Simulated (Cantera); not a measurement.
An isothermal, constant-pressure homogeneous reactor starts with C2H6 : N2 = 1 : 130 (molar parts), at 1050 K and 0.00533 atm. Integrator tolerance rtol = 1e-08.

Model: GRI-Mech 3.0 (53 species, 325 reactions), integrated in Cantera. GRI-Mech 3.0 stops at C3 and has no aromatics, soot or wall deposition, so with more carbon than oxygen in the feed, carbon stays in small species such as C2H2 where larger ones or solid carbon would form. Radical loss at walls, strong at low pressure, is not modelled.

Q: What does this change do: N2 130 to 33 parts?

A: 
```
quantity                                             before                                    after
-----------------  ----------------------------------------  ---------------------------------------
x(C2H6) at 30.0 s  0.000645 (gas-phase equilibrium 2.13e-9)  0.00143 (gas-phase equilibrium 1.50e-7)
x(CH2) at 30.0 s    7.00e-11 (gas-phase equilibrium <1e-12)  2.11e-11 (gas-phase equilibrium <1e-12)
x(C2H2) at 30.0 s  0.000922 (gas-phase equilibrium 0.00167)   0.00342 (gas-phase equilibrium 0.0109)
x(C2H4) at 30.0 s   0.00566 (gas-phase equilibrium 2.30e-5)  0.0221 (gas-phase equilibrium 0.000492)
x(CH3) at 30.0 s    1.96e-6 (gas-phase equilibrium 5.57e-9)  2.10e-6 (gas-phase equilibrium 4.67e-8)
```

Q: What does this change do: N2 130 to 27 parts?

A: 
```
quantity                                             before                                    after
-----------------  ----------------------------------------  ---------------------------------------
x(C2H6) at 30.0 s  0.000645 (gas-phase equilibrium 2.13e-9)  0.00160 (gas-phase equilibrium 2.56e-7)
x(CH2) at 30.0 s    7.00e-11 (gas-phase equilibrium <1e-12)  1.82e-11 (gas-phase equilibrium <1e-12)
x(C2H2) at 30.0 s  0.000922 (gas-phase equilibrium 0.00167)   0.00400 (gas-phase equilibrium 0.0137)
x(C2H4) at 30.0 s   0.00566 (gas-phase equilibrium 2.30e-5)  0.0268 (gas-phase equilibrium 0.000722)
x(CH3) at 30.0 s    1.96e-6 (gas-phase equilibrium 5.57e-9)  2.15e-6 (gas-phase equilibrium 6.11e-8)
```

Q: What does this change do: N2 130 to 170 parts?

A: 
```csv
quantity,before,after
x(C2H6) at 30.0 s,0.000645 (gas-phase equilibrium 2.13e-9),0.000559 (gas-phase equilibrium 8.37e-10)
x(CH2) at 30.0 s,7.00e-11 (gas-phase equilibrium <1e-12),9.00e-11 (gas-phase equilibrium <1e-12)
x(C2H2) at 30.0 s,0.000922 (gas-phase equilibrium 0.00167),0.000681 (gas-phase equilibrium 0.00109)
x(C2H4) at 30.0 s,0.00566 (gas-phase equilibrium 2.30e-5),0.00432 (gas-phase equilibrium 1.16e-5)
x(CH3) at 30.0 s,1.96e-6 (gas-phase equilibrium 5.57e-9),1.96e-6 (gas-phase equilibrium 3.49e-9)
```
